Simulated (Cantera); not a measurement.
Input: 1 mol CF4, a varied amount of CH4, equilibrated at 2023.15 K and 750 Torr.

These are equilibrium values from Cantera (NASA tables, ideal gas, pure condensed phases), not measurements of a reactor. Candidate condensed phases: C, C6H6, C7H8, C8H18; 95 gas species. Gases not in the tables: C2F6 and larger saturated fluorocarbons. Rates play no part.

### Question
What share of the C ends up in condensed phases as a function of n(CH4) (mol), at 0.13, 0.25, 0.38, 0.51, 0.64, 0.76, 0.89, 1, 1.1?

### Answer
| n(CH4) (mol) | C condensed (%) | as |
|---|---|---|
| 0.13 | 22.3 | C(graphite) |
| 0.25 | 39.4 | C(graphite) |
| 0.38 | 54.5 | C(graphite) |
| 0.51 | 67.1 | C(graphite) |
| 0.64 | 77.6 | C(graphite) |
| 0.76 | 86.0 | C(graphite) |
| 0.89 | 94.0 | C(graphite) |
| 1 | 100.0 | C(graphite) |
| 1.1 | 100.0 | C(graphite) |
